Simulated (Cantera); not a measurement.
Charge: 1 mol Al2O3, 3.2 mol H2, at 2573.15 K and 135 Torr.

Method: chemical equilibrium by Gibbs-energy minimisation in Cantera with the NASA 1993 tables (ideal gas, pure condensed phases). The tables' values for AlOH are old estimates; treat these amounts as uncertain. Kinetics and transport are ignored.

```
species          before    after
-------------  --------  -------
H2                0.906    1.000
H                0.0771  9.79e-5
H2O              0.0101  1.29e-6
Al              0.00369  5.50e-7
OH             0.000192    <1e-9
AlO            0.000164    <1e-9
Al2O            0.00203  6.62e-8
AlO2H           2.89e-5    <1e-9
AlOH           0.000712  3.41e-8
O               1.06e-5    <1e-9
Al2O3(l), mol     0.985        0
Al2O3(s), mol         0    1.000
```
Gas species are given as mole fractions.

Q: Name the change that produced these shifts.
A. temperature from 2573.15 K to 2500 K
B. temperature from 2573.15 K to 2475 K
C. pressure from 135 Torr to 518 Torr
D. temperature from 2573.15 K to 1575 K

A: D, temperature from 2573.15 K to 1575 K
